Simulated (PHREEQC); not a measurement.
A made-up water analysis in mg/L, 25 °C, pH 8.35, pe 9.3:

| constituent | mg/L |
|---|---|
| Na | 36.1 |
| K | 12.9 |
| Ca | 13.5 |
| Mg | 14.5 |
| Cl | 52 |
| S(6) as SO4 | 65.4 |
| Alkalinity as HCO3 | 61.6 |
| Si as SiO2 | 1.23 |
| O(0) (dissolved oxygen) | 0.26 |
| Li | 0.0321 |
| Sr | 0.828 |

Valence states are taken as typed.

Computed with PHREEQC (ion-association model, phreeqc.dat).

Question: The ionic strength comes out as 0.00515 mol/kgw. What activity coefficients do MgHCO3+, CO3-2, Li+, KSO4-, NaSO4- get?

Answer: MgHCO3+ 0.93, CO3-2 0.74, Li+ 0.93, KSO4- 0.93, NaSO4- 0.93.

This is a speciation only: nothing precipitates in the calculation.
